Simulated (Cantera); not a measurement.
An isothermal, constant-pressure homogeneous reactor starts with 0.760 % CO, 1.56 % O₂, 0.205 % H₂O, 97.5 % N₂, equivalence ratio 0.24, at 1475 K and 5.00 bar.

Model: GRI-Mech 3.0 (53 species, 325 reactions), integrated in Cantera.

x: mole fraction; the columns are a selection and need not sum to one.

```csv
t (s),x CO,x O₂,x H₂O,x N₂O,x H₂O₂,x OH
0.000400,0.00727,0.0154,0.00201,(withheld),2.68e-8,4.55e-5
0.00108,0.00285,0.0131,0.00197,(withheld),5.44e-8,8.37e-5
0.00292,0.000608,0.0121,0.00203,(withheld),1.70e-8,4.28e-5
0.00787,8.63e-5,0.0119,0.00204,(withheld),3.89e-9,1.99e-5
0.0213,8.70e-6,0.0118,0.00205,(withheld),8.03e-10,8.90e-6
0.0574,7.10e-7,0.0118,0.00205,(withheld),1.89e-10,4.28e-6
0.155,1.21e-7,0.0118,0.00205,4.69e-8,9.29e-11,2.99e-6
0.418,1.06e-7,0.0118,0.00205,4.42e-8,8.96e-11,2.94e-6
1.13,1.06e-7,0.0118,0.00205,4.42e-8,8.96e-11,2.94e-6
3.05,1.06e-7,0.0118,0.00205,4.42e-8,8.96e-11,2.94e-6
8.23,1.06e-7,0.0118,0.00205,4.42e-8,8.96e-11,2.94e-6
22.2,1.06e-7,0.0118,0.00205,4.42e-8,8.96e-11,2.94e-6
60.0,1.06e-7,0.0118,0.00205,4.42e-8,8.96e-11,2.94e-6
```

Question: What belongs in the gaps?

Answer: 
- 0.000400, x N₂O: 2.08e-7
- 0.00108, x N₂O: 2.96e-6
- 0.00292, x N₂O: 4.04e-6
- 0.00787, x N₂O: 3.57e-6
- 0.0213, x N₂O: 1.58e-6
- 0.0574, x N₂O: 1.97e-7
